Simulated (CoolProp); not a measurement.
Vapour-liquid equilibrium of n-hexane (1) + toluene (2) at 0.00208 MPa; x and y are mole fractions of (1).

Computed with CoolProp (multi-fluid Helmholtz-energy mixture model, Thol 2019 and Lemmon 2006; pair parameters Bell 2016).

```csv
x,bubble temperature (K),y at the bubble point,dew temperature at overall composition x (K),liquid density (mol/L)
0.05,280.3,0.355,286.2,9.436
0.15,272.4,0.640,284.5,9.316
0.25,267.9,0.757,282.5,9.170
0.35,264.9,0.821,280.4,9.014
0.45,262.7,0.863,278.0,8.857
0.55,260.9,0.895,275.3,8.700
0.65,259.4,0.921,272.1,8.547
0.75,258.0,0.945,268.2,8.397
0.85,256.7,0.967,263.4,8.252
0.95,255.4,0.989,257.7,8.111
```

No azeotrope shows between x = 0.05 and 0.95.

Pair parameters are fitted to limited data, so mixtures are less certain than the pure fluids.
